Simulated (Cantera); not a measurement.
An adiabatic, constant-pressure homogeneous reactor starts with CH3OH : O2 : N2 = 1 : 1.25 : 4.7 (molar parts), equivalence ratio 1.2, at 1750 K and 1.28 atm. Integrator tolerance rtol = 1e-08.

Model: GRI-Mech 3.0 (53 species, 325 reactions), integrated in Cantera. GRI-Mech 3.0 was tuned for natural gas; its chemistry of methanol as a main component is partial and can be far from experiment.

**Question.** What does this change do: 0.44 parts H2 added?

**Answer.** 
| quantity | before | after |
|---|---|---|
| time of steepest temperature rise | 25.3 µs | 23.0 µs |
| temperature at 0.700 s | 2831 K | 2848 K |
| equilibrium temperature | 2831 K | 2848 K |
| x(CH3OH) at 0.700 s | <1e-12 (gas-phase equilibrium <1e-12) | <1e-12 (gas-phase equilibrium <1e-12) |
| x(O2) at 0.700 s | 0.0132 (gas-phase equilibrium 0.0132) | 0.00691 (gas-phase equilibrium 0.00691) |
| x(NO) at 0.700 s | 0.00829 (gas-phase equilibrium 0.00829) | 0.00599 (gas-phase equilibrium 0.00599) |
| x(H2O2) at 0.700 s | 3.34e-7 (gas-phase equilibrium 3.34e-7) | 2.71e-7 (gas-phase equilibrium 2.71e-7) |
| x(O) at 0.700 s | 0.00621 (gas-phase equilibrium 0.00621) | 0.00479 (gas-phase equilibrium 0.00479) |
